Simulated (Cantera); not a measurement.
A Cantera script and its output.

```python
import numpy as np
import cantera as ct

gas = ct.Solution("gri30.yaml")
gas.TPX = 1423, 2400, {'CH4': 0.014, 'H2': 1, 'CO2': 0.0031}
reactor = ct.IdealGasConstPressureReactor(gas, energy="off", clone=False)
net = ct.ReactorNet([reactor])
net.rtol, net.atol = 1e-08, 1e-18
show = ['CH4', 'H2', 'CO2', 'CH2CO', 'H2O', 'CH2', 'HO2']
times = np.geomspace(9e-05, 300, 15)

steps = ct.SolutionArray(gas, extra=["t"])
rows = []
print(f"{'t/s':>10s}{'T/K':>9s}{'P/Pa':>11s}" + "".join(f"{s:>11s}" for s in show))
for t in times:
    while net.time < t:
        t_next = net.step()
        steps.append(gas.state, t=t_next)
    rows.append([np.interp(t, steps.t, y) for y in (steps.T, steps.P, *steps(*show).X.T)])
    print(f"{t:10.3e}{rows[-1][0]:9.1f}{rows[-1][1]:11.4g}" + "".join(f"{x:11.3e}" for x in rows[-1][2:]))
rate = np.gradient(steps.T, steps.t)
print("integrator steps:", len(steps.t))
if steps.T.max() > steps.T[0] + 200:
    print(f"time of steepest temperature rise: {steps.t[rate.argmax()]:.4e} s")
gas.TPX = 1423, 2400, {'CH4': 0.014, 'H2': 1, 'CO2': 0.0031}
gas.equilibrate("TP")
print(f"equilibrium (TP): T = {gas.T:.1f} K  " + "  ".join(f"{s} {gas[s].X[0]:.3e}" for s in show))
```

Result:

```
       t/s      T/K       P/Pa        CH4         H2        CO2      CH2CO        H2O        CH2        HO2
 9.000e-05   1423.0       2400  1.376e-02  9.832e-01  3.048e-03  4.239e-26  2.039e-12  6.064e-18  5.231e-25
 2.631e-04   1423.0       2400  1.376e-02  9.832e-01  3.048e-03  2.591e-24  2.002e-11  5.256e-17  4.912e-24
 7.693e-04   1423.0       2400  1.376e-02  9.832e-01  3.048e-03  1.738e-22  1.840e-10  4.641e-16  3.971e-23
 2.249e-03   1423.0       2400  1.376e-02  9.832e-01  3.048e-03  1.224e-20  1.616e-09  4.049e-15  2.507e-22
 6.575e-03   1423.0       2400  1.376e-02  9.832e-01  3.048e-03  8.965e-19  1.399e-08  3.500e-14  1.103e-21
 1.922e-02   1423.0       2400  1.376e-02  9.832e-01  3.048e-03  6.345e-17  1.195e-07  2.987e-13  3.637e-21
 5.620e-02   1423.0       2400  1.376e-02  9.832e-01  3.047e-03  4.468e-15  1.021e-06  2.543e-12  1.047e-20
 1.643e-01   1423.0       2400  1.376e-02  9.832e-01  3.039e-03  2.644e-13  8.637e-06  2.091e-11  2.643e-20
 4.804e-01   1423.0       2400  1.376e-02  9.831e-01  2.980e-03  6.882e-12  6.793e-05  1.336e-10  5.361e-20
 1.404e+00   1423.0       2400  1.373e-02  9.828e-01  2.674e-03  5.135e-11  3.740e-04  3.036e-10  8.289e-20
 4.106e+00   1423.0       2400  1.365e-02  9.820e-01  1.866e-03  1.860e-10  1.181e-03  3.150e-10  1.027e-19
 1.200e+01   1423.0       2400  1.343e-02  9.809e-01  6.515e-04  4.755e-10  2.395e-03  3.115e-10  7.244e-20
 3.510e+01   1423.0       2400  1.282e-02  9.806e-01  3.331e-05  9.425e-10  3.011e-03  3.005e-10  3.035e-20
 1.026e+02   1423.0       2400  1.131e-02  9.814e-01  4.150e-06  1.830e-09  3.032e-03  2.719e-10  2.849e-20
 3.000e+02   1423.0       2400  8.426e-03  9.828e-01  4.117e-06  3.480e-09  3.006e-03  2.135e-10  2.954e-20
integrator steps: 644
equilibrium (TP): T = 1423.0 K  CH4 2.934e-03  H2 9.872e-01  CO2 3.504e-11  CH2CO 1.752e-10  H2O 1.303e-08  CH2 8.295e-11  HO2 6.396e-31
```

Cantera simulation using GRI-Mech 3.0 (53 species, 325 reactions); the numbers are that mechanism's predictions, not measurements. GRI-Mech 3.0 stops at C3 and has no aromatics, soot or wall deposition, so with more carbon than oxygen in the feed, carbon stays in small species such as C2H2 where larger ones or solid carbon would form. Radical loss at walls, strong at low pressure, is not modelled.
